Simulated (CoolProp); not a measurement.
A single-stage vapour-compression cycle with the fluid: evaporating at 247.15 K (dew point), condensing at 309.15 K (bubble point), superheat 2 K, subcooling 0 K, compressor efficiency 0.9, no pressure losses. The same conditions are run with several fluids, on thermodynamics alone (safety and materials aside).

Computed with CoolProp (reference Helmholtz-energy equation of state of each fluid (sulfur dioxide: Gao 2016; R125: Lemmon 2005; R134a: Tillner-Roth 1994; R404A: Lemmon 2003; R124: de Vries 1995; R22: Kamei 1995)). Blends and air are pseudo-pure fits.

Rank sulfur dioxide, R125, R134a, R404A, R124, R22 by cooling COP, highest first.

sulfur dioxide (2.80), R22 (2.68), R124 (2.63), R134a (2.61), R404A (2.28), R125 (2.12)

```
fluid           pressure ratio  discharge temperature (K)  refrigerating effect (kJ/kg)  volumetric capacity (kJ/m³)
--------------  --------------  -------------------------  ----------------------------  ---------------------------
sulfur dioxide            11.9                      430.4                           319                          471
R125                      6.80                      317.0                          72.7                         1230
R134a                     8.97                      326.1                           134                          700
R404A                     6.98                      323.0                          99.9                         1220
R124                      9.80                      316.1                           106                          387
R22                       7.18                      351.3                           151                         1290
```
